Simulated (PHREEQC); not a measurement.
Solution (25 °C): 0.0049 mol/kgw H2S and 0.013 mol/kgw FeCl2. Closed to the air; pH follows from the charge balance.

The numbers come from PHREEQC with the ion-association model, phreeqc.dat.

Each row changes one thing in this solution. This is a speciation only: nothing precipitates in the calculation.

```tsv
case	pH	FeCl+ (mol/kgw)	Fe(HS)2 (mol/kgw)	HS- (mol/kgw)	Fe(HS)3- (mol/kgw)	FeOH+ (mol/kgw)
as made	3.84	0.000231	8.16e-5	4.54e-6	4.04e-8	1.69e-8
0.0017 mol/kgw NH4HS added	[?]	0.000218	0.000866	1.52e-5	1.43e-6	5.22e-8
temperature from 25 to 5 °C	[?]	0.000236	5.09e-5	3.53e-6	1.95e-8	5.50e-9
FeCl2 from 0.013 to 0.0026 mol/kgw	[?]	1.28e-5	5.00e-5	6.16e-6	3.35e-8	6.31e-9
```

Fill in the missing entries.


- 0.0017 mol/kgw NH4HS added, pH: 4.35
- temperature from 25 to 5 °C, pH: 4.04
- FeCl2 from 0.013 to 0.0026 mol/kgw, pH: 4.01

Some of these states are supersaturated (in Mackinawite, FeS(ppt), for instance). Constants without temperature data keep their 25 °C values here.
